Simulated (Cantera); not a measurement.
A freely propagating, adiabatic, planar premixed flame of H2 : O2 : N2 = 1 : 0.98 : 3.69 (molar parts), unburnt at 325 K and 8.80 bar; mixture-averaged transport, grid criteria slope 0.08 and curve 0.16, no radiation.

Computed with Cantera and the H2/O2 subset of GRI-Mech 3.0, which has no nitrogen chemistry. The hydrogen kinetics of GRI-Mech 3.0 are dated; newer H2 mechanisms differ, most at raised pressure. Burning velocities carry a grid error of a few per cent, more on coarse grids. Lean hydrogen flames are cellular in practice and burn faster than this planar one.

Question: Predict: laminar burning velocity; thermal thickness; peak x(HO2); peak x(OH); peak x(H); peak x(O).

Answer: 
| Item | Result |
|---|---|
| laminar burning velocity | 9.06 cm/s |
| thermal thickness | 0.164 mm |
| peak x(HO2) | 0.000339 |
| peak x(OH) | 0.000937 |
| peak x(H) | 0.000110 |
| peak x(O) | 0.000229 |
